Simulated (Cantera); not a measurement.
An isothermal, constant-pressure homogeneous reactor starts with NO : N2 = 1 : 12 (molar parts), at 1700 K and 0.133 bar.

Detailed kinetics in Cantera: GRI-Mech 3.0 (53 species, 325 reactions).

**Question.** Predict: x(NO) at 30.0 s; x(N2O) at 30.0 s; x(O2) at 30.0 s; x(O) at 30.0 s; x(N2) at 30.0 s; x(NO2) at 30.0 s.

**Answer.** 
* **x(NO) at 30.0 s**: 0.0721 (gas-phase equilibrium 0.00136)
* **x(N2O) at 30.0 s**: 1.96e-6 (gas-phase equilibrium 3.21e-8)
* **x(O2) at 30.0 s**: 0.00242 (gas-phase equilibrium 0.0378)
* **x(O) at 30.0 s**: 7.04e-6 (gas-phase equilibrium 2.39e-5)
* **x(N2) at 30.0 s**: 0.926 (gas-phase equilibrium 0.961)
* **x(NO2) at 30.0 s**: 9.78e-6 (gas-phase equilibrium 6.60e-7)
